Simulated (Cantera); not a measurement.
## Adiabatic ignition

An adiabatic, constant-volume homogeneous reactor starts with H2 : O2 : N2 = 1 : 0.417 : 1.57 (molar parts), equivalence ratio 1.2, at 1050 K and 7.20 atm.

Detailed kinetics in Cantera: GRI-Mech 3.0 (53 species, 325 reactions). The hydrogen kinetics of GRI-Mech 3.0 are dated; newer H2 mechanisms differ, most at raised pressure. Above 3000 K some thermodynamic fits are extrapolated.

| t (s) | T (K) | P (bar) | x H2 | x O2 | x N2O | x H2O2 | x NO | x OH | x HO2 |
|---|---|---|---|---|---|---|---|---|---|
| 4.00e-6 | 1050 | 7.30 | 0.335 | 0.140 | <1e-12 | 5.48e-11 | <1e-12 | 1.02e-11 | 8.54e-9 |
| 1.02e-5 | 1050 | 7.30 | 0.335 | 0.140 | <1e-12 | 3.81e-10 | <1e-12 | 1.08e-11 | 2.27e-8 |
| 2.61e-5 | 1050 | 7.30 | 0.335 | 0.140 | <1e-12 | 2.54e-9 | <1e-12 | 1.25e-11 | 5.94e-8 |
| 6.66e-5 | 1050 | 7.30 | 0.335 | 0.140 | <1e-12 | 1.68e-8 | <1e-12 | 1.82e-11 | 1.59e-7 |
| 0.000170 | 1050 | 7.30 | 0.335 | 0.140 | <1e-12 | 1.13e-7 | <1e-12 | 4.33e-11 | 4.74e-7 |
| 0.000434 | 1050 | 7.30 | 0.335 | 0.140 | 1.25e-12 | 9.65e-7 | <1e-12 | 2.25e-10 | 2.13e-6 |
| 0.00111 | 1051 | 7.30 | 0.335 | 0.140 | 2.58e-11 | 2.37e-5 | <1e-12 | 4.45e-9 | 2.17e-5 |
| 0.00283 | 3106 | 19.0 | 0.0783 | 0.00283 | 1.18e-6 | 1.34e-6 | 0.00546 | 0.0183 | 7.11e-6 |
| 0.00722 | 3106 | 19.0 | 0.0783 | 0.00283 | 1.18e-6 | 1.34e-6 | 0.00546 | 0.0183 | 7.11e-6 |
| 0.0184 | 3106 | 19.0 | 0.0783 | 0.00283 | 1.18e-6 | 1.34e-6 | 0.00546 | 0.0183 | 7.11e-6 |
| 0.0471 | 3106 | 19.0 | 0.0783 | 0.00283 | 1.18e-6 | 1.34e-6 | 0.00546 | 0.0183 | 7.11e-6 |
| 0.120 | 3106 | 19.0 | 0.0783 | 0.00283 | 1.18e-6 | 1.34e-6 | 0.00546 | 0.0183 | 7.11e-6 |
| 0.307 | 3106 | 19.0 | 0.0783 | 0.00283 | 1.18e-6 | 1.34e-6 | 0.00546 | 0.0183 | 7.11e-6 |
| 0.783 | 3106 | 19.0 | 0.0783 | 0.00283 | 1.18e-6 | 1.34e-6 | 0.00546 | 0.0183 | 7.11e-6 |
| 2.00 | 3106 | 19.0 | 0.0783 | 0.00283 | 1.18e-6 | 1.34e-6 | 0.00546 | 0.0183 | 7.11e-6 |
x: mole fraction; the columns are a selection and need not sum to one.

time of steepest temperature rise: 2.54 ms
temperature at 2.00 s: 3106 K
equilibrium temperature: 3106 K
x(H2) at 2.00 s: 0.0783 (gas-phase equilibrium 0.0783)
x(O2) at 2.00 s: 0.00283 (gas-phase equilibrium 0.00283)
x(N2O) at 2.00 s: 1.18e-6 (gas-phase equilibrium 1.18e-6)
